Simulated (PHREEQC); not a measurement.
Dissolve 0.0015 mol/kgw NaH2PO4, 7.9e-05 mol/kgw Na2SO4 and 0.00036 mol/kgw NaCl at 30 °C. Closed to the air; pH follows from the charge balance.

All values are PHREEQC results (ion-association model, phreeqc.dat), not measurements.

Problem. The ionic strength comes out as 0.00212 mol/kgw. What activity coefficients do H+, Na+, SO4-2, Cl-, H2PO4- get?

Solution. H+ 0.95, Na+ 0.95, SO4-2 0.82, Cl- 0.95, H2PO4- 0.95.

This is a speciation only: nothing precipitates in the calculation.
